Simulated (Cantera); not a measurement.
Charge: 1 mol BCl3, 9.2 mol N2, at 823.15 K and 1400 Pa.

Method: chemical equilibrium by Gibbs-energy minimisation in Cantera with the NASA 1993 tables (ideal gas, pure condensed phases). Candidate condensed phases: B, BN; 10 gas species. Equilibrium is a limit: real reactors are often held back by kinetics, nucleation or transport.

Base state: N2 0.902, BCl3 0.0980 (mole fractions); condensed: gas only.

Question: What changes in the equilibrium state with this change: 0.32 mol NH3 added?

Answer: 
```csv
species,before,after
N2,0.902,0.849
HCl,0,0.0886
BCl3,0.0980,0.0627
"BN(s), mol",0,0.320
```
Further candidate phases: NH4Cl.
